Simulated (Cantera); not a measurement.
Input: 1 mol Si3H8, 0.38 mol HCl, 740 mol H2, 0.0076 mol Cl2, at 898.15 K and 12.8 Torr.

Equilibrium computed with Cantera from the NASA thermochemical tables; the gas is ideal and each condensed phase is pure. Candidate condensed phases: Si; 19 gas species. The feed counts by its element totals alone. The numbers say what is thermodynamically allowed, not how fast it happens.

**Question.** What is the equilibrium state?

**Answer.** 
```json
{
  "x(H2)": "0.999",
  "x(HCl)": "0.000523",
  "x(SiHCl3)": "1.50e-6",
  "n(Si(s))": "3.00 mol",
  "gas_amount": "744.4 mol"
}
```
